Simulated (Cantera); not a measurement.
What does this Cantera script print?

```python
import numpy as np
import cantera as ct

gas_names = """
    H HO2 H2 H2O H2O2 O OH O2 O3 V VO VO2
""".split()
cond_names = """
    H2O(s) H2O(L) V(cr) V(L) VO(s) VO(L) V2O3(s) V2O3(L) V2O4(I) V2O4(II) V2O4(L) V2O5(s) V2O5(L)
""".split()


def load(file, names, dense=False):
    # The tables refer to 1 bar. Condensed volumes are neglected.
    table = {s.name: s for s in ct.Species.list_from_file(file)}
    out = []
    for n in names:
        d = dict(table[n].input_data)
        d["thermo"] = dict(d["thermo"], **{"reference-pressure": 1e5})
        if dense:
            d["equation-of-state"] = {"model": "constant-volume", "density": "1e6 g/cm^3"}
        out.append(ct.Species.from_dict(d))
    return out


gas = ct.Solution(thermo="ideal-gas", species=load("nasa_gas.yaml", gas_names))
cond = {s.name: ct.Solution(thermo="fixed-stoichiometry", species=[s], name=s.name)
        for s in load("nasa_condensed.yaml", cond_names, dense=True)}
atoms = {
    'V2O5': {'V': 2, 'O': 5},
    'H2': {'H': 2},
    'H2O': {'H': 2, 'O': 1},
}
top_T = {}  # K; cautious upper limits of use, not melting points


def equilibrate(T, P, feed):
    n = {}
    for name, mol in feed.items():
        for a, k in atoms[name].items():
            n[a] = n.get(a, 0.0) + k * mol
    gas.TPX = T, P, n
    mass = sum(n.values()) * gas.mean_molecular_weight
    gas.equilibrate("TP")
    valid = [c for c in cond.values() if c.min_temp <= T <= top_T.get(c.name, c.max_temp)]
    mix = ct.Mixture([(gas, mass / gas.mean_molecular_weight)] + [(c, 0.0) for c in valid])
    mix.T, mix.P = T, P
    mix.equilibrate("TP", solver="vcs", rtol=1e-11, max_steps=5000)
    return mix


results = []
feed = {'V2O5': 1, 'H2': 0.37, 'H2O': 0.039}  # mol
T = 1548  # K
P = 26  # Pa
mix = equilibrate(T, P, feed)
results.append((T, P, feed, dict(zip(mix.species_names, mix.species_moles))))
x = sorted(zip(gas.X, gas.species_names), reverse=True)
print(f"T = {T:g} K  P = {P:g} Pa  gas = {mix.phase_moles(0):.4g} mol")
print("   x: " + "  ".join(f"{s} {v:.3e}" for v, s in x if v > 0.001))
print("   condensed (mol): " + ("  ".join(f"{mix.phase(i).name} {mix.phase_moles(i):.4g}"
      for i in range(1, mix.n_phases) if mix.phase_moles(i) > 1e-12) or "none"))
```

Output:

```
T = 1548 K  P = 26 Pa  gas = 0.7255 mol
   x: H2O 5.623e-01  O2 4.335e-01  OH 2.625e-03  VO2 1.105e-03
   condensed (mol): V2O4(II) 0.9996
```

These are equilibrium values from Cantera (NASA tables, ideal gas, pure condensed phases), not measurements of a reactor. Condensed phases not in the tables: the oxides between V2O3 and V2O5 other than VO2.
